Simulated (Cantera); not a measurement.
Charge: 1 mol MgSO₄, 0.21 mol H₂, 0.64 mol O₂, held at 2173 K and 3.30 bar.

Equilibrium computed with Cantera from the NASA thermochemical tables; the gas is ideal and each condensed phase is pure. Candidate condensed phases: H₂O, H₂SO₄, Mg, MgO, Mg(OH)₂, MgS, MgSO₄, S; 26 gas species. Rates play no part.

Base state: O₂ 0.459, SO₂ 0.443, H₂O 0.0915, OH 0.00385, SO₃ 0.00196, O 0.000847, SO 0.000226, H₂ 7.15e-5 (mole fractions); condensed: MgO(s).

Question: What changes in the equilibrium state with this change: H₂ from 0.21 to 0.91 mol?

Answer: 
```json
[
 {"species": "SO₂", "before": "0.443", "after": "0.383"},
 {"species": "H₂O", "before": "0.0915", "after": "0.346"},
 {"species": "O₂", "before": "0.459", "after": "0.261"},
 {"species": "Mg(OH)₂", "before": "1.28e-5", "after": "4.86e-5"},
 {"species": "H₂", "before": "7.15e-5", "after": "0.000359"},
 {"species": "H", "before": "2.25e-5", "after": "5.03e-5"},
 {"species": "OH", "before": "0.00385", "after": "0.00650"},
 {"species": "SO₃", "before": "0.00196", "after": "0.00128"},
 {"species": "O", "before": "0.000847", "after": "0.000640"},
 {"species": "MgO(s), mol", "before": "1.000", "after": "1.000"}
]
```
